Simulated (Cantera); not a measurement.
Cantera run:

```python
import numpy as np
import cantera as ct

gas_names = """
    Fe FeO O O2 O3 S SO SO2 SO3 S2 S2O S8
""".split()
cond_names = """
    Fe(a) Fe(c) Fe(d) Fe(L) FeO(s) FeO(L) FeS(a) FeS(b) FeS(c) FeS(L) FeSO4(s) FeS2(s) Fe2O3(s)
    Fe2S3O12(s) Fe3O4(s) S(cr1) S(cr2) S(L)
""".split()


# ... load() reads the species with a 1 bar reference pressure and builds the phases ...
atoms = {
    'FeS': {'Fe': 1, 'S': 1},
    'SO2': {'S': 1, 'O': 2},
    'O2': {'O': 2},
}
top_T = {'FeSO4(s)': 950, 'FeS2(s)': 1010, 'Fe2O3(s)': 1830, 'Fe2S3O12(s)': 1100, 'Fe3O4(s)': 1870}  # K; cautious upper limits of use, not melting points


# ... equilibrate(T, P, feed) seeds the gas with the atoms and calls Mixture.equilibrate('TP', solver="vcs", rtol=1e-11, max_steps=5000) ...
results = []
feed = {'FeS': 1, 'SO2': 0.35, 'O2': 0.14}  # mol
T = 1523.15  # K
P = 100000  # Pa
mix = equilibrate(T, P, feed)
results.append((T, P, feed, dict(zip(mix.species_names, mix.species_moles))))
x = sorted(zip(gas.X, gas.species_names), reverse=True)
print(f"T = {T:g} K  P = {P:g} Pa  gas = {mix.phase_moles(0):.4g} mol")
print("   x: " + "  ".join(f"{s} {v:.3e}" for v, s in x if v > 0.0001))
print("   condensed (mol): " + ("  ".join(f"{mix.phase(i).name} {mix.phase_moles(i):.4g}"
      for i in range(1, mix.n_phases) if mix.phase_moles(i) > 1e-12) or "none"))
```

It prints:

```
T = 1523.15 K  P = 100000 Pa  gas = 0.4628 mol
   x: SO2 8.642e-01  S2 1.208e-01  S2O 9.473e-03  SO 5.460e-03
   condensed (mol): FeO(s) 0.1731  FeS(L) 0.8269
```

Equilibrium computed with Cantera from the NASA thermochemical tables; the gas is ideal and each condensed phase is pure. Metal and sulfide melt together well below either melting point, which pure phases cannot show. Mutual solubility and eutectic melting of coexisting phases are not modelled. The tables' stoichiometric FeO is somewhat more stable than real wüstite, so its field is too wide. FeO, FeS: taken at fixed stoichiometry.
